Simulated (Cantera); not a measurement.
A perfectly stirred reactor is fed with 40.0 % CH4, 60.0 % H2O, at 1730 Torr; it is held at 1348 K, and followed from long to short residence time.

Model: GRI-Mech 3.0 (53 species, 325 reactions), integrated in Cantera.

### Question
Predict: x(CH4) at τ = 8.10 s; x(H2O) at τ = 8.10 s; x(CO) at τ = 8.10 s; x(H) at τ = 8.10 s; x(CH4) at τ = 16.0 ms; x(H2O) at τ = 16.0 ms; x(CO) at τ = 16.0 ms; x(H) at τ = 16.0 ms.

### Answer
| Quantity | Result |
|---|---|
| x(CH4) at τ = 8.10 s | 0.258 |
| x(H2O) at τ = 8.10 s | 0.532 |
| x(CO) at τ = 8.10 s | 0.00471 |
| x(H) at τ = 8.10 s | 4.28e-7 |
| x(CH4) at τ = 16.0 ms | 0.399 |
| x(H2O) at τ = 16.0 ms | 0.600 |
| x(CO) at τ = 16.0 ms | 2.88e-7 |
| x(H) at τ = 16.0 ms | 2.86e-9 |
